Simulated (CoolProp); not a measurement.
Saturation properties of R1234ze(E) (Tc = 382.5 K, pc = 36.35 bar, ω = 0.313).

Computed with CoolProp (reference Helmholtz-energy equation of state, Thol 2016).

```tsv
T (K)	p (bar)	enthalpy of vaporisation (kJ/kg)	liquid cp (kJ/(kg K))	vapour Z	liquid viscosity (µPa s)	vapour viscosity (µPa s)
205.2	[?]	222.1	1.225	0.9947	725	8.41
214	0.1181	217.4	1.232	0.9916	613	8.78
222.8	0.2049	212.8	1.240	0.9872	526	9.15
231.6	0.3380	208.1	1.250	0.9813	456	9.53
240.4	0.5339	203.3	1.261	0.9738	399	9.90
249.3	0.8154	198.4	1.274	0.9643	352	[?]
258.1	1.198	193.3	1.289	0.9529	312	[?]
266.9	1.710	188.1	1.305	0.9393	278	11.0
275.7	2.376	182.5	[?]	0.9234	248	11.4
284.5	3.227	176.7	1.346	0.9050	222	11.8
293.3	4.294	170.5	[?]	0.8841	199	12.2
302.1	5.608	163.9	1.399	0.8603	179	12.6
310.9	7.206	156.7	1.433	0.8335	161	13.1
```

### Question
Some entries are withheld; supply them.

### Answer

- 205.2, p (bar): 0.06427
- 249.3, vapour viscosity (µPa s): 10.3
- 258.1, vapour viscosity (µPa s): 10.7
- 275.7, liquid cp (kJ/(kg K)): 1.324
- 293.3, liquid cp (kJ/(kg K)): 1.370

It boils at 254.2 K under 1 atm.

Viscosity comes from a separate model (Bell 2016), an estimate that may be off by 10 % or more.
